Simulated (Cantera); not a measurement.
NO annealing gas

An isothermal, constant-pressure homogeneous reactor starts with 85.5 % NO, 14.5 % N2, at 1850 K and 750 Torr.

Cantera simulation using GRI-Mech 3.0 (53 species, 325 reactions); the numbers are that mechanism's predictions, not measurements.

```
t (s)       x NO     x NO2     x N2O   x N2      x O2
--------  ------  --------  --------  -----  --------
4.00e-6    0.855   1.75e-7   1.04e-6  0.145   1.10e-9
1.35e-5    0.855   1.52e-6   3.51e-6  0.145   1.01e-8
4.57e-5    0.855   9.04e-6   1.17e-5  0.145   7.45e-8
0.000154   0.855   3.76e-5   3.79e-5  0.145   6.02e-7
0.000522   0.854  0.000138  0.000111  0.145   8.85e-6
0.00176    0.854  0.000356  0.000243  0.146  0.000163
0.00596    0.851  0.000442  0.000312  0.147   0.00122
0.0201     0.844  0.000503  0.000308  0.150   0.00500
0.0681     0.819  0.000654  0.000287  0.163    0.0175
0.230      0.742  0.000915  0.000232  0.201    0.0557
0.777      0.553   0.00107  0.000126  0.296     0.150
2.63       0.270  0.000722   2.94e-5  0.437     0.292
8.88      0.0713  0.000220   2.25e-6  0.537     0.391
30.0      0.0139   4.44e-5   3.47e-7  0.566     0.420
```
x: mole fraction; the columns are a selection and need not sum to one.

Equilibrium at this temperature and pressure: NO 0.00595, NO2 1.91e-5, N2O 2.89e-7, N2 0.570, O2 0.424 (gas phase only).
